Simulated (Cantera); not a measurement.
Charge: 1 mol Si, 7.1 mol HCl, 3.8 mol H2, at 43.0 Pa.

Method: chemical equilibrium by Gibbs-energy minimisation in Cantera with the NASA 1993 tables (ideal gas, pure condensed phases). Candidate condensed phases: Si; 19 gas species. The tables' values for SiCl3, SiCl are old estimates; treat these amounts as uncertain. Kinetics and transport are ignored.

x: gas mole fraction; nothing condenses.

```
T (K)   x H2  x HCl  x SiCl2   x SiCl4  x SiCl3       x H
-----  -----  -----  -------  --------  -------  --------
1073   0.573  0.327  0.00461    0.0887  0.00506   5.11e-7
1123   0.554  0.347   0.0144    0.0734  0.00923   1.53e-6
1173   0.524  0.378   0.0312    0.0515   0.0128   4.12e-6
1223   0.494  0.411        …         …   0.0138         …
1273   0.471  0.435   0.0660    0.0149   0.0122   2.36e-5
1323   0.457  0.450   0.0762         …  0.00961         …
1373   0.450  0.458   0.0822   0.00284  0.00710  0.000108
1423   0.446  0.462   0.0856   0.00123  0.00516  0.000214
1473   0.444  0.464   0.0876  0.000552  0.00376  0.000406
1523   0.442  0.464   0.0888  0.000258  0.00277  0.000741
1573   0.441  0.464   0.0895  0.000126  0.00207   0.00130
1623   0.440  0.464   0.0899   6.36e-5  0.00157   0.00221
```

Question: Complete the blanks.

Answer: 
- 1223, x SiCl2: 0.0503
- 1223, x SiCl4: 0.0300
- 1223, x H: 1.02e-5
- 1323, x SiCl4: 0.00662
- 1323, x H: 5.17e-5
